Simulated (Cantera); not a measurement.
Cantera run:

```python
import numpy as np
import cantera as ct

gas_names = """
    F F2 H HF H2 H2F2 H3F3 H4F4 H5F5 H6F6 H7F7 Si SiF SiF2 SiF3 SiF4 SiH SiHF3 SiH2 SiH2F2 SiH3 SiH3F
    SiH4 Si2 Si3
""".split()
cond_names = """
    Si(cr) Si(L)
""".split()


# ... load() reads the species with a 1 bar reference pressure and builds the phases ...
atoms = {
    'Si': {'Si': 1},
    'HF': {'H': 1, 'F': 1},
    'H2': {'H': 2},
}
top_T = {}  # K; cautious upper limits of use, not melting points


# ... equilibrate(T, P, feed) seeds the gas with the atoms and calls Mixture.equilibrate('TP', solver="vcs", rtol=1e-11, max_steps=5000) ...
results = []
T = 1348.15  # K
P = 1333.22  # Pa
for m in [1.7, 2.1, 2.6, 3, 3.4, 3.9, 4.3, 4.7, 5.2, 5.6, 6, 6.5, 6.9]:
    feed = {'Si': 1, 'HF': m, 'H2': 48}  # mol
    mix = equilibrate(T, P, feed)
    results.append((T, P, feed, dict(zip(mix.species_names, mix.species_moles))))
    x = sorted(zip(gas.X, gas.species_names), reverse=True)
    print(f"T = {T:g} K  P = {P:g} Pa  n(HF) = {m:g} mol  gas = {mix.phase_moles(0):.4g} mol")
    print("   x: " + "  ".join(f"{s} {v:.3e}" for v, s in x if v > 0.001))
    print("   condensed (mol): " + ("  ".join(f"{mix.phase(i).name} {mix.phase_moles(i):.4g}"
          for i in range(1, mix.n_phases) if mix.phase_moles(i) > 1e-12) or "none"))
```

Result:

```
T = 1348.15 K  P = 1333.22 Pa  n(HF) = 1.7 mol  gas = 49.31 mol
   x: H2 9.897e-01  SiF4 6.057e-03  SiF3 1.851e-03
   condensed (mol): Si(cr) 0.5403
T = 1348.15 K  P = 1333.22 Pa  n(HF) = 2.1 mol  gas = 49.61 mol
   x: H2 9.875e-01  SiF4 7.593e-03  SiF3 2.193e-03  SiHF3 1.084e-03  HF 1.007e-03
   condensed (mol): Si(cr) 0.433
T = 1348.15 K  P = 1333.22 Pa  n(HF) = 2.6 mol  gas = 49.99 mol
   x: H2 9.849e-01  SiF4 9.514e-03  SiF3 2.598e-03  SiHF3 1.282e-03  HF 1.064e-03
   condensed (mol): Si(cr) 0.2992
T = 1348.15 K  P = 1333.22 Pa  n(HF) = 3 mol  gas = 50.3 mol
   x: H2 9.828e-01  SiF4 1.105e-02  SiF3 2.905e-03  SiHF3 1.432e-03  HF 1.104e-03
   condensed (mol): Si(cr) 0.1924
T = 1348.15 K  P = 1333.22 Pa  n(HF) = 3.4 mol  gas = 50.6 mol
   x: H2 9.808e-01  SiF4 1.257e-02  SiF3 3.201e-03  SiHF3 1.576e-03  HF 1.139e-03
   condensed (mol): Si(cr) 0.08576
T = 1348.15 K  P = 1333.22 Pa  n(HF) = 3.9 mol  gas = 50.97 mol
   x: H2 9.783e-01  SiF4 1.593e-02  SiF3 2.283e-03  HF 2.020e-03  SiHF3 1.123e-03
   condensed (mol): none
T = 1348.15 K  P = 1333.22 Pa  n(HF) = 4.3 mol  gas = 51.32 mol
   x: H2 9.735e-01  SiF4 1.833e-02  HF 7.024e-03
   condensed (mol): none
T = 1348.15 K  P = 1333.22 Pa  n(HF) = 4.7 mol  gas = 51.71 mol
   x: H2 9.665e-01  SiF4 1.876e-02  HF 1.412e-02
   condensed (mol): none
T = 1348.15 K  P = 1333.22 Pa  n(HF) = 5.2 mol  gas = 52.21 mol
   x: H2 9.575e-01  HF 2.333e-02  SiF4 1.881e-02
   condensed (mol): none
T = 1348.15 K  P = 1333.22 Pa  n(HF) = 5.6 mol  gas = 52.61 mol
   x: H2 9.503e-01  HF 3.068e-02  SiF4 1.875e-02
   condensed (mol): none
T = 1348.15 K  P = 1333.22 Pa  n(HF) = 6 mol  gas = 53 mol
   x: H2 9.432e-01  HF 3.794e-02  SiF4 1.866e-02
   condensed (mol): none
T = 1348.15 K  P = 1333.22 Pa  n(HF) = 6.5 mol  gas = 53.5 mol
   x: H2 9.344e-01  HF 4.689e-02  SiF4 1.852e-02
   condensed (mol): none
T = 1348.15 K  P = 1333.22 Pa  n(HF) = 6.9 mol  gas = 53.9 mol
   x: H2 9.275e-01  HF 5.394e-02  SiF4 1.841e-02
   condensed (mol): none
```

Method: chemical equilibrium by Gibbs-energy minimisation in Cantera with the NASA 1993 tables (ideal gas, pure condensed phases). The tables' values for SiF3, SiF2 are old estimates; treat these amounts as uncertain.
